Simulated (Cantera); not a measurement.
Input: 1 mol Al, 0.039 mol HCl, 0.31 mol N2, equilibrated at 823 K and 113 Torr.

Cantera equilibrium calculation (NASA polynomials, part measured and part estimated; ideal gas, pure solids and liquids). Candidate condensed phases: Al, AlCl3, AlN, NH4Cl; 20 gas species. The tables' values for AlCl2 are old estimates; treat these amounts as uncertain. Rates play no part.

Base state: H2 0.621, AlCl3 0.342, Al2Cl6 0.0357, AlCl 0.000398, AlCl2 0.000388 (mole fractions); condensed: Al(s) + AlN(s).

Task: What changes in the equilibrium state with this change: pressure from 113 Torr to 63.0 Torr?

Result: 
| species | before | after |
|---|---|---|
| H2 | 0.621 | 0.613 |
| AlCl3 | 0.342 | 0.363 |
| Al2Cl6 | 0.0357 | 0.0225 |
| AlCl | 0.000398 | 0.000598 |
| AlCl2 | 0.000388 | 0.000490 |
| Al(s), mol | 0.367 | 0.367 |
| AlN(s), mol | 0.620 | 0.620 |

Task: What changes in the equilibrium state with this change: N2 from 0.31 to 1.7 mol?

Result: 
```tsv
species	before	after
N2	<1e-9	0.972
H2	0.621	0.0107
HCl	4.97e-6	0.0102
AlCl3	0.342	0.00707
Al2Cl6	0.0357	1.52e-5
AlCl	0.000398	<1e-9
AlCl2	0.000388	<1e-9
Al(s), mol	0.367	0
AlN(s), mol	0.620	0.991
```
